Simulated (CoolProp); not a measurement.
The fluoroketone C6F12O (FK-5-1-12) along the isobar 3530 kPa: density (kg/m³) from the reference equation and from simpler models built on Tc = 441.8 K, pc = 1869 kPa, ω = 0.471; each cubic takes its own stable root.

Model: reference Helmholtz-energy equation of state, McLinden 2015, in CoolProp.

```tsv
T (K)	phase	reference
343.2	liquid	1483
362.8	liquid	1418
382.4	liquid	1347
402	liquid	1267
421.6	liquid	1175
441.2	liquid	1059
460.8	supercritical	898.7
480.4	supercritical	679.3
500	supercritical	501.6
```

### Question
How far does each simpler model (van der Waals, Redlich-Kwong, Soave-Redlich-Kwong, Peng-Robinson) lie from the reference over these 9 states: mean and median of the absolute difference, and the worst?

### Answer
- van der Waals: mean 28.0 %, median 33.3 %, worst -37.7 % at 343.2 K and 3530 kPa
- Redlich-Kwong: mean 11.8 %, median 13.7 %, worst -14.7 % at 421.6 K and 3530 kPa
- Soave-Redlich-Kwong: mean 11.3 %, median 10.2 %, worst -16.0 % at 460.8 K and 3530 kPa
- Peng-Robinson: mean 4.1 %, median 3.9 %, worst -8.1 % at 480.4 K and 3530 kPa
